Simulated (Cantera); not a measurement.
An adiabatic, constant-pressure homogeneous reactor starts with 13.5 % H2, 18.2 % O2, 68.4 % N2, at 1350 K and 1.01 bar.

Computed with Cantera and the H2/O2 subset of GRI-Mech 3.0, which has no nitrogen chemistry.

x: mole fraction; the columns are a selection and need not sum to one.

```tsv
t (s)	T (K)	x H2	x O2	x H2O2	x O	x OH
7.00e-6	1350	0.135	0.182	1.76e-9	5.18e-7	3.68e-7
2.02e-5	1359	0.123	0.176	8.94e-7	0.00178	0.00132
5.82e-5	[?]	[?]	0.114	[?]	[?]	[?]
0.000168	2175	0.00284	0.117	2.00e-7	0.00589	0.0122
0.000483	2252	0.000840	0.120	1.80e-7	0.00172	0.00723
0.00139	2259	0.000660	0.120	1.95e-7	0.00135	0.00647
0.00402	2259	0.000659	0.120	1.95e-7	0.00135	0.00646
0.0116	2259	0.000659	0.120	1.95e-7	0.00135	0.00646
0.0334	2259	0.000659	0.120	1.95e-7	0.00135	0.00646
0.0963	2259	0.000659	0.120	1.95e-7	0.00135	0.00646
0.278	2259	0.000659	0.120	1.95e-7	0.00135	0.00646
0.800	2259	0.000659	0.120	1.95e-7	0.00135	0.00646
```

Task: Fill in the missing entries.

Result: 
- 5.82e-5, T (K): 1944
- 5.82e-5, x H2: 0.00816
- 5.82e-5, x H2O2: 5.02e-7
- 5.82e-5, x O: 0.0179
- 5.82e-5, x OH: 0.0159
